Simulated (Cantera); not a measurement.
What does this Cantera script print?

```python
import numpy as np
import cantera as ct

gas = ct.Solution("gri30.yaml")


def delay(T, t_max=10):
    gas.TPX = T, 51000, {'CH4': 1, 'O2': 3.77, 'N2': 14.2}
    reactor = ct.IdealGasReactor(gas, clone=False)
    net = ct.ReactorNet([reactor])
    net.rtol, net.atol = 1e-8, 1e-16
    while net.time < t_max:
        t_old, T_old = net.time, reactor.T
        net.step()
        if reactor.T > T + 400:  # ignition: a rise of 400 K
            return t_old + (T + 400 - T_old) / (reactor.T - T_old) * (net.time - t_old)
    return np.nan


taus = []
for T in [1025, 1075, 1125, 1175, 1225, 1275, 1325]:
    taus.append(delay(T))
    print(f"T0 = {T:6g} K   tau = {taus[-1]:.4e} s")
```

Result:

```
T0 =   1025 K   tau = 9.8020e-01 s
T0 =   1075 K   tau = 4.0621e-01 s
T0 =   1125 K   tau = 1.7646e-01 s
T0 =   1175 K   tau = 8.0307e-02 s
T0 =   1225 K   tau = 3.8282e-02 s
T0 =   1275 K   tau = 1.9128e-02 s
T0 =   1325 K   tau = 1.0037e-02 s
```

Computed with Cantera and GRI-Mech 3.0 (53 species, 325 reactions).
